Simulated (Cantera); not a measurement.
What does this Cantera script print?

```python
import numpy as np
import cantera as ct

gas_names = """
    H H2 P PH PH3 P2 P4
""".split()
cond_names = """
    P(cr) P(L)
""".split()


# ... load() reads the species with a 1 bar reference pressure and builds the phases ...
atoms = {
    'PH3': {'P': 1, 'H': 3},
    'H2': {'H': 2},
}
top_T = {}  # K; cautious upper limits of use, not melting points


# ... equilibrate(T, P, feed) seeds the gas with the atoms and calls Mixture.equilibrate('TP', solver="vcs", rtol=1e-11, max_steps=5000) ...
results = []
feed = {'PH3': 1, 'H2': 0.066}  # mol
P = 14  # Pa
for T in [1448, 1548, 1648, 1748, 1848, 1948, 2048, 2148]:
    mix = equilibrate(T, P, feed)
    results.append((T, P, feed, dict(zip(mix.species_names, mix.species_moles))))
    x = sorted(zip(gas.X, gas.species_names), reverse=True)
    print(f"T = {T:g} K  P = {P:g} Pa  gas = {mix.phase_moles(0):.4g} mol")
    print("   x: " + "  ".join(f"{s} {v:.3e}" for v, s in x if v > 1e-06))
    print("   condensed (mol): " + ("  ".join(f"{mix.phase(i).name} {mix.phase_moles(i):.4g}"
          for i in range(1, mix.n_phases) if mix.phase_moles(i) > 1e-12) or "none"))
```

Result:

```
T = 1448 K  P = 14 Pa  gas = 2.067 mol
   x: H2 7.574e-01  P2 2.419e-01  H 6.779e-04  P 5.804e-05  P4 1.800e-05  PH 6.057e-06
   condensed (mol): none
T = 1548 K  P = 14 Pa  gas = 2.069 mol
   x: H2 7.559e-01  P2 2.416e-01  H 2.263e-03  P 2.192e-04  PH 1.452e-05  P4 5.527e-06
   condensed (mol): none
T = 1648 K  P = 14 Pa  gas = 2.073 mol
   x: H2 7.520e-01  P2 2.408e-01  H 6.526e-03  P 7.047e-04  PH 3.123e-05  P4 1.955e-06
   condensed (mol): none
T = 1748 K  P = 14 Pa  gas = 2.085 mol
   x: H2 7.426e-01  P2 2.387e-01  H 1.664e-02  P 1.978e-03  PH 6.114e-05
   condensed (mol): none
T = 1848 K  P = 14 Pa  gas = 2.111 mol
   x: H2 7.226e-01  P2 2.343e-01  H 3.809e-02  P 4.941e-03  PH 1.098e-04
   condensed (mol): none
T = 1948 K  P = 14 Pa  gas = 2.163 mol
   x: H2 6.842e-01  P2 2.255e-01  H 7.900e-02  P 1.112e-02  PH 1.812e-04
   condensed (mol): none
T = 2048 K  P = 14 Pa  gas = 2.26 mol
   x: H2 6.184e-01  P2 2.098e-01  H 1.488e-01  P 2.272e-02  PH 2.722e-04
   condensed (mol): none
T = 2148 K  P = 14 Pa  gas = 2.425 mol
   x: H2 5.188e-01  H 2.537e-01  P2 1.849e-01  P 4.217e-02  PH 3.666e-04
   condensed (mol): none
```

Equilibrium computed with Cantera from the NASA thermochemical tables; the gas is ideal and each condensed phase is pure.
